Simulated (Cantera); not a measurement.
Diamond growth

A diamond (100) surface in a fixed gas of H2 with x(CH4) = 0.023, x(H) = 0.0052, x(CH3) = 0.0002, 3700 Pa; coverages are run to steady state.

Model: the Harris–Goodwin 1993 mechanism for the reconstructed diamond (100) surface, integrated in Cantera.

```json
[
 {"T (K)": "925", "growth (µm/h)": "2.57", "θ c6HH": "0.644", "θ c6H*": "0.0118", "θ c6*H": "0.303", "θ c6**": "0.00521", "θ c6HM": "0.0277"},
 {"T (K)": "975", "growth (µm/h)": "3.29", "θ c6HH": "0.602", "θ c6H*": "0.0157", "θ c6*H": "0.345", "θ c6**": "0.00778", "θ c6HM": "0.0220"},
 {"T (K)": "1025", "growth (µm/h)": "3.91", "θ c6HH": "0.562", "θ c6H*": "0.0201", "θ c6*H": "0.383", "θ c6**": "0.0111", "θ c6HM": "0.0169"},
 {"T (K)": "1075", "growth (µm/h)": "4.11", "θ c6HH": "0.524", "θ c6H*": "0.0249", "θ c6*H": "0.418", "θ c6**": "0.0152", "θ c6HM": "0.0118"},
 {"T (K)": "1125", "growth (µm/h)": "3.58", "θ c6HH": "0.489", "θ c6H*": "0.0301", "θ c6*H": "0.450", "θ c6**": "0.0202", "θ c6HM": "0.00697"},
 {"T (K)": "1175", "growth (µm/h)": "2.62", "θ c6HH": "0.456", "θ c6H*": "0.0355", "θ c6*H": "0.477", "θ c6**": "0.0259", "θ c6HM": "0.00335"},
 {"T (K)": "1225", "growth (µm/h)": "1.84", "θ c6HH": "0.426", "θ c6H*": "0.0409", "θ c6*H": "0.498", "θ c6**": "0.0322", "θ c6HM": "0.00140"},
 {"T (K)": "1275", "growth (µm/h)": "1.48", "θ c6HH": "0.398", "θ c6H*": "0.0463", "θ c6*H": "0.515", "θ c6**": "0.0390", "θ c6HM": "0.000548"},
 {"T (K)": "1325", "growth (µm/h)": "1.39", "θ c6HH": "0.373", "θ c6H*": "0.0515", "θ c6*H": "0.528", "θ c6**": "0.0462", "θ c6HM": "0.000213"},
 {"T (K)": "1375", "growth (µm/h)": "1.36", "θ c6HH": "0.351", "θ c6H*": "0.0567", "θ c6*H": "0.538", "θ c6**": "0.0535", "θ c6HM": "8.28e-5"}
]
```
θ: site fractions in the mechanism's names (c6HH fully hydrogenated, c6H* and c6*H radical sites, c6** diradical, c6HM methylated).
